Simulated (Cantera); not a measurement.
**AlCl3 + H2O + N2 (aluminium nitride and oxide growth)**

Feed: 1 mol AlCl3, 0.82 mol H2O, a varied amount of N2, held at 1325 K and 0.100 bar.

Equilibrium computed with Cantera from the NASA thermochemical tables; the gas is ideal and each condensed phase is pure. Candidate condensed phases: Al, AlCl3, AlN, Al2O3, H2O, NH4Cl; 45 gas species. Rates play no part.

```json
[
 {"n(N2) (mol)": "25", "x N2": "0.923", "x HCl": "0.0605", "x AlCl3": "0.0167", "x Cl": "5.13e-5", "x H2": "2.62e-5", "x H2O": "1.50e-6", "x AlCl2": "1.12e-6", "x Cl2": "1.10e-6", "n Al2O3(s)": "0.273"},
 {"n(N2) (mol)": "31", "x N2": "0.937", "x HCl": "0.0495", "x AlCl3": "0.0137", "x Cl": "4.50e-5", "x H2": "2.28e-5", "x H2O": "1.15e-6", "x AlCl2": "1.04e-6", "x Cl2": "8.48e-7", "n Al2O3(s)": "0.273"},
 {"n(N2) (mol)": "39", "x N2": "0.949", "x HCl": "0.0399", "x AlCl3": "0.0110", "x Cl": "3.90e-5", "x H2": "1.96e-5", "x H2O": "8.62e-7", "x AlCl2": "9.70e-7", "x Cl2": "6.38e-7", "n Al2O3(s)": "0.273"},
 {"n(N2) (mol)": "50", "x N2": "0.960", "x HCl": "0.0314", "x AlCl3": "0.00870", "x Cl": "3.34e-5", "x H2": "1.67e-5", "x H2O": "6.28e-7", "x AlCl2": "8.94e-7", "x Cl2": "4.67e-7", "n Al2O3(s)": "0.273"},
 {"n(N2) (mol)": "63", "x N2": "0.968", "x HCl": "0.0252", "x AlCl3": "0.00696", "x Cl": "2.88e-5", "x H2": "1.43e-5", "x H2O": "4.67e-7", "x AlCl2": "8.29e-7", "x Cl2": "3.48e-7", "n Al2O3(s)": "0.273"},
 {"n(N2) (mol)": "80", "x N2": "0.974", "x HCl": "0.0200", "x AlCl3": "0.00552", "x Cl": "2.47e-5", "x H2": "1.22e-5", "x H2O": "3.43e-7", "x AlCl2": "7.65e-7", "x Cl2": "2.57e-7", "n Al2O3(s)": "0.273"},
 {"n(N2) (mol)": "100", "x N2": "0.979", "x HCl": "0.0160", "x AlCl3": "0.00444", "x Cl": "2.14e-5", "x H2": "1.05e-5", "x H2O": "2.56e-7", "x AlCl2": "7.11e-7", "x Cl2": "1.92e-7", "n Al2O3(s)": "0.273"},
 {"n(N2) (mol)": "130", "x N2": "0.984", "x HCl": "0.0124", "x AlCl3": "0.00343", "x Cl": "1.81e-5", "x H2": "8.84e-6", "x H2O": "1.82e-7", "x AlCl2": "6.51e-7", "x Cl2": "1.37e-7", "n Al2O3(s)": "0.273"},
 {"n(N2) (mol)": "160", "x N2": "0.987", "x HCl": "0.0101", "x AlCl3": "0.00280", "x Cl": "1.58e-5", "x H2": "7.69e-6", "x H2O": "1.38e-7", "x AlCl2": "6.07e-7", "x Cl2": "1.05e-7", "n Al2O3(s)": "0.273"},
 {"n(N2) (mol)": "200", "x N2": "0.990", "x HCl": "0.00810", "x AlCl3": "0.00224", "x Cl": "1.37e-5", "x H2": "6.61e-6", "x H2O": "1.03e-7", "x AlCl2": "5.63e-7", "x Cl2": "7.82e-8", "n Al2O3(s)": "0.273"},
 {"n(N2) (mol)": "260", "x N2": "0.992", "x HCl": "0.00625", "x AlCl3": "0.00173", "x Cl": "1.15e-5", "x H2": "5.54e-6", "x H2O": "7.28e-8", "x AlCl2": "5.15e-7", "x Cl2": "5.55e-8", "n Al2O3(s)": "0.273"}
]
```
x: gas mole fraction; n: condensed amount in mol.

From 25 mol N2 to 260 mol N2 the condensed part is Al2O3(s). The main Al-bearing gas is AlCl3 throughout.
